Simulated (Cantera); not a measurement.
Charge: 1 mol SiCl4, a varied amount of NH3, 2.7 mol N2, equilibrated at 1200 K and 133 Pa.

Cantera equilibrium calculation (NASA polynomials, part measured and part estimated; ideal gas, pure solids and liquids). Candidate condensed phases: NH4Cl, Si, Si3N4; 28 gas species. The tables' values for SiCl3 are old estimates; treat these amounts as uncertain. Equilibrium is a limit: real reactors are often held back by kinetics, nucleation or transport.

x: gas mole fraction; n: condensed amount in mol.

| n(NH3) (mol) | x H2 | x N2 | x HCl | x SiCl4 | x SiCl3 | n Si3N4(s) |
|---|---|---|---|---|---|---|
| 1.3 | 0.108 | 0.451 | 0.379 | 0.0519 | 0.00494 | 0.199 |
| 2.2 | 0.199 | 0.389 | 0.389 | 0.0187 | 0.00235 | 0.266 |
| 3.1 | 0.277 | 0.357 | 0.356 | 0.00712 | 0.00116 | 0.299 |
| 4 | 0.341 | 0.338 | 0.316 | 0.00304 | 0.000617 | 0.314 |
| 5 | 0.396 | 0.325 | 0.277 | 0.00137 | 0.000341 | 0.322 |
| 5.9 | 0.435 | 0.316 | 0.248 | 0.000740 | 0.000216 | 0.325 |
| 6.8 | 0.466 | 0.309 | (withheld) | (withheld) | 0.000145 | 0.327 |
| 7.7 | 0.492 | 0.303 | (withheld) | (withheld) | 0.000102 | 0.329 |
| 8.6 | 0.514 | 0.299 | 0.187 | 0.000178 | 7.48e-5 | 0.329 |
| 9.6 | 0.534 | 0.294 | 0.171 | 0.000117 | 5.47e-5 | 0.330 |

Task: Complete the blanks.

Result: 
- 6.8, x HCl: 0.224
- 6.8, x SiCl4: 0.000434
- 7.7, x HCl: 0.204
- 7.7, x SiCl4: 0.000271
